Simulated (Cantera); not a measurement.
An adiabatic, constant-volume homogeneous reactor starts with CH4 : O2 : N2 = 1 : 3.77 : 14.2 (molar parts), equivalence ratio 0.53, at 1650 K and 5.00 bar.

Cantera simulation using GRI-Mech 3.0 (53 species, 325 reactions); the numbers are that mechanism's predictions, not measurements.

x: mole fraction; the columns are a selection and need not sum to one.

```
t (s)     T (K)  P (bar)   x CH4    x O2     x HCO     x H2     x N2O     x OH
--------  -----  -------  ------  ------  --------  -------  --------  -------
9.00e-6    1650     5.00  0.0526   0.199  6.61e-10  6.69e-6  3.75e-10  5.99e-7
1.91e-5    1650     5.00  0.0524   0.199   7.45e-9  2.84e-5   1.46e-9  1.85e-6
4.04e-5    1657     5.02  0.0508   0.198         …        …         …        …
8.56e-5    2786     8.55  <1e-12  0.0906   9.21e-9  0.00240   3.06e-6   0.0154
0.000181   2788     8.55  <1e-12  0.0886   7.94e-9  0.00226   3.08e-6   0.0148
0.000384   2778     8.52  <1e-12  0.0857   7.48e-9  0.00222   3.11e-6   0.0144
0.000814   2766     8.48  <1e-12  0.0827   7.01e-9  0.00217   3.20e-6   0.0139
0.00172    2761     8.46  <1e-12  0.0812   6.79e-9  0.00215   3.26e-6   0.0136
0.00365    2760     8.46  <1e-12  0.0810   6.77e-9  0.00215   3.26e-6   0.0136
0.00774    2760     8.46  <1e-12  0.0810   6.76e-9  0.00215   3.26e-6   0.0136
0.0164     2760     8.46  <1e-12  0.0810   6.76e-9  0.00215   3.26e-6   0.0136
0.0347     2760     8.46  <1e-12  0.0810   6.76e-9  0.00215   3.26e-6   0.0136
0.0736     2760     8.46  <1e-12  0.0810   6.76e-9  0.00215   3.26e-6   0.0136
0.156      2760     8.46  <1e-12  0.0810   6.76e-9  0.00215   3.26e-6   0.0136
0.330      2760     8.46  <1e-12  0.0810   6.76e-9  0.00215   3.26e-6   0.0136
0.700      2760     8.46  <1e-12  0.0810   6.76e-9  0.00215   3.26e-6   0.0136
```

Problem. Fill in the missing entries.

Solution. 
- 4.04e-5, x HCO: 1.69e-7
- 4.04e-5, x H2: 0.000277
- 4.04e-5, x N2O: 7.21e-9
- 4.04e-5, x OH: 9.54e-6
